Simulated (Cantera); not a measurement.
An isothermal, constant-pressure homogeneous reactor starts with 3.85 % CH₄, 96.2 % H₂, at 1925 K and 750 Torr.

Model: GRI-Mech 3.0 (53 species, 325 reactions), integrated in Cantera. GRI-Mech 3.0 stops at C3 and has no aromatics, soot or wall deposition, so with more carbon than oxygen in the feed, carbon stays in small species such as C2H2 where larger ones or solid carbon would form.

x: mole fraction; the columns are a selection and need not sum to one.

| t (s) | x CH₄ | x H₂ | x CH₃ | x C₂H₂ | x C₂H | x CH₂ | x C₂H₆ |
|---|---|---|---|---|---|---|---|
| 3.00e-5 | 0.0381 | 0.961 | 0.000318 | 3.71e-7 | 2.23e-12 | ? | 2.35e-6 |
| 0.000172 | 0.0371 | 0.961 | 0.000688 | 0.000200 | 2.68e-9 | ? | 1.05e-5 |
| 0.000985 | 0.0329 | 0.963 | 0.000617 | 0.00224 | 3.04e-8 | ? | 8.40e-6 |
| 0.00565 | 0.0200 | 0.970 | 0.000379 | 0.00859 | 1.18e-7 | ? | 3.16e-6 |
| 0.0324 | 0.00646 | 0.977 | 0.000124 | 0.0152 | 2.11e-7 | ? | 3.73e-7 |
| 0.185 | 0.00308 | 0.979 | 5.97e-5 | 0.0168 | 2.35e-7 | 7.17e-8 | 1.19e-7 |
| 1.06 | 0.00305 | 0.979 | 5.91e-5 | 0.0168 | 2.35e-7 | 7.09e-8 | 1.17e-7 |
| 6.09 | 0.00305 | 0.979 | 5.91e-5 | 0.0168 | 2.35e-7 | 7.09e-8 | 1.17e-7 |
| 34.9 | 0.00305 | 0.979 | 5.91e-5 | 0.0168 | 2.35e-7 | 7.09e-8 | 1.17e-7 |
| 200 | 0.00305 | 0.979 | 5.91e-5 | 0.0168 | 2.35e-7 | 7.09e-8 | 1.17e-7 |

Complete the blanks.


- 3.00e-5, x CH₂: 1.53e-7
- 0.000172, x CH₂: 7.15e-7
- 0.000985, x CH₂: 6.54e-7
- 0.00565, x CH₂: 4.20e-7
- 0.0324, x CH₂: 1.46e-7
